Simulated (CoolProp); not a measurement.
The fluid at 394.62 K and 0.142 MPa flows at 6.1 m/s in a round tube of 20 mm bore and 0.25 µm roughness, fully developed (64/Re and Nu = 3.66 if laminar; Colebrook and Gnielinski if turbulent). The same conditions are run with several fluids, on thermodynamics alone (safety and materials aside).

Computed with CoolProp (reference Helmholtz-energy equation of state of each fluid (methane: Setzmann 1991; C2F6 (R116): Lemmon 2006; R227EA: Lemmon 2016; CF4 (R14): Platzer 1990; R236EA: Rui 2013)). The equations of Platzer and Polt are older, rougher fits.

Question: Rank methane, C2F6 (R116), R227EA, CF4 (R14), R236EA by Reynolds number, highest first.

Answer: R227EA (59400), R236EA (56100), C2F6 (R116) (39900), CF4 (R14) (21300), methane (6010)

```json
[
 {"fluid": "methane", "Darcy friction factor": "0.0355", "pressure drop (Pa/m)": "22.9", "heat-transfer coefficient (W/(m² K))": "47.2", "mass flow (kg/h)": "4.79"},
 {"fluid": "C2F6 (R116)", "Darcy friction factor": "0.0220", "pressure drop (Pa/m)": "123", "heat-transfer coefficient (W/(m² K))": "101", "mass flow (kg/h)": "41.4"},
 {"fluid": "R227EA", "Darcy friction factor": "0.0202", "pressure drop (Pa/m)": "140", "heat-transfer coefficient (W/(m² K))": "124", "mass flow (kg/h)": "51.5"},
 {"fluid": "CF4 (R14)", "Darcy friction factor": "0.0255", "pressure drop (Pa/m)": "90.5", "heat-transfer coefficient (W/(m² K))": "66.3", "mass flow (kg/h)": "26.3"},
 {"fluid": "R236EA", "Darcy friction factor": "0.0204", "pressure drop (Pa/m)": "127", "heat-transfer coefficient (W/(m² K))": "120", "mass flow (kg/h)": "46.2"}
]
```

Transport values come from each fluid's own correlations; those of C2F6 (R116), R227EA, CF4 (R14), R236EA are estimates that may be off by 10 % or more.
